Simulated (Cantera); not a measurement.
Ammonia decomposition in nitride growth gas

A perfectly stirred reactor is fed with NH₃ : N₂ = 1 : 0.11 (molar parts), at 0.247 atm; it is held at 2400 K, and followed from long to short residence time.

Cantera simulation using the gas-phase N/H chemistry of the illustrative SiF4/NH3 mechanism in the Surface Chemkin manual (1991); the numbers are that mechanism's predictions, not measurements. Walls and surfaces, which speed up NH3 decomposition in real reactors, are not modelled.

```tsv
τ (s)	x NH₃	x NH	x H	x N₂	x N
2.7	0.000199	1.60e-5	0.0248	0.285	2.12e-5
0.93	0.000461	2.70e-5	0.0212	0.286	3.05e-5
0.32	0.00233	4.21e-5	0.0119	0.287	2.64e-5
0.11	0.0155	5.65e-5	0.00536	0.285	1.58e-5
0.038	0.0542	7.75e-5	0.00325	0.277	1.35e-5
0.013	0.150	0.000104	0.00207	0.257	1.25e-5
0.0045	0.332	0.000129	0.00123	0.218	1.12e-5
0.0015	0.575	0.000138	0.000623	0.166	8.52e-6
0.00053	0.752	0.000125	0.000284	0.128	4.88e-6
```
x: mole fraction; the columns are a selection and need not sum to one.
